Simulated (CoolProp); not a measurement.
Saturated liquid density (kg/m³) of R134a: the reference equation beside estimates from Tc = 374.2 K, pc = 4.059 MPa, ω = 0.327. Rackett uses Z = 0.29056 − 0.08775 ω.

Computed with CoolProp (reference Helmholtz-energy equation of state, Tillner-Roth 1994).

```csv
T (K),reference,Rackett,Redlich-Kwong
286.4,(withheld),1232,1019
293.7,1223,1206,991.6
300.9,(withheld),1179,963.3
308.2,(withheld),1150,933.0
315.5,1137,1119,(withheld)
322.8,1104,1087,866.8
330.1,(withheld),1052,830.0
337.3,(withheld),1015,790.8
344.6,987.2,972.8,747.1
351.9,937.6,925.0,698.1
```

Question: What belongs in the gaps?

Answer: 
- 286.4, reference: 1250
- 300.9, reference: 1196
- 308.2, reference: 1167
- 315.5, Redlich-Kwong: 901.0
- 330.1, reference: 1069
- 337.3, reference: 1030

Absolute difference from the reference over all 10 rows, mean and median: Rackett 1.5 and 1.5 %, Redlich-Kwong 21.5 and 21.1 %.
